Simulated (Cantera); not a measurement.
An adiabatic, constant-volume homogeneous reactor starts with CH4 : O2 : N2 = 1 : 6.06 : 22.8 (molar parts), equivalence ratio 0.33, at 1373 K and 760 Torr. Integrator tolerance rtol = 1e-08.

Detailed kinetics in Cantera: GRI-Mech 3.0 (53 species, 325 reactions).

```
quantity                                                            before                                    after
---------------------------------  ---------------------------------------  ---------------------------------------
time of steepest temperature rise                                  2.80 ms                                  1.30 ms
temperature at 0.600 s                                              2228 K                                   2284 K
equilibrium temperature                                             2228 K                                   2284 K
x(CH4) at 0.600 s                    <1e-12 (gas-phase equilibrium <1e-12)    <1e-12 (gas-phase equilibrium <1e-12)
x(O2) at 0.600 s                       0.130 (gas-phase equilibrium 0.130)      0.129 (gas-phase equilibrium 0.129)
x(CH3) at 0.600 s                    <1e-12 (gas-phase equilibrium <1e-12)    <1e-12 (gas-phase equilibrium <1e-12)
x(NO) at 0.600 s                     0.0103 (gas-phase equilibrium 0.0104)    0.0117 (gas-phase equilibrium 0.0117)
x(N2O) at 0.600 s                  7.27e-7 (gas-phase equilibrium 7.27e-7)  8.03e-7 (gas-phase equilibrium 8.03e-7)
```

Which change was made?
A. initial temperature 1373 to 1300 K
B. initial temperature 1373 to 1800 K
C. initial temperature 1373 to 1448 K
D. initial temperature 1373 to 1075 K

C, initial temperature 1373 to 1448 K
